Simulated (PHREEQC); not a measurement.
Dissolve 21 mmol/kgw CdI2 at 45 °C. Closed to the air; pH follows from the charge balance.

Model: ion-association model, wateq4f.dat, run in PHREEQC.

The pH is 5.94 and the ionic strength is 0.0298 mol/kgw.

```tsv
species	molality	activity	log γ
I-	0.0228	0.0193	-0.073
CdI+	0.00891	0.00753	-0.073
Cd+2	0.00697	0.00355	-0.293
CdI2	0.00512	0.00515	0.003
H+	1.32e-6	1.15e-6	-0.060
CdOH+	1.22e-6	1.03e-6	-0.073
Cd2OH+3	6.46e-8	1.42e-8	-0.659
OH-	4.06e-8	3.41e-8	-0.076
```

No solid was allowed to form. Complexes and solids missing from the database can't appear. At this temperature some constants are extrapolated from 25 °C, and those without enthalpy data are left unchanged.
